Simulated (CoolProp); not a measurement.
The numbers come from the reference Helmholtz-energy equation of state, Smukala 2000 in CoolProp.

**Question.** For ethylene, give the phase and the density (kg/m³), cp (kJ/(kg K)), isothermal compressibility (1/MPa), expansivity (1/kK) at -127.25 °C and 30.3 MPa; -127.25 °C and 50.4 MPa.

**Answer.** 
- -127.25 °C and 30.3 MPa: liquid; density 620, cp 2.33, isothermal compressibility 0.000933, expansivity 1.84
- -127.25 °C and 50.4 MPa: liquid; density 631, cp 2.30, isothermal compressibility 0.000802, expansivity 1.66
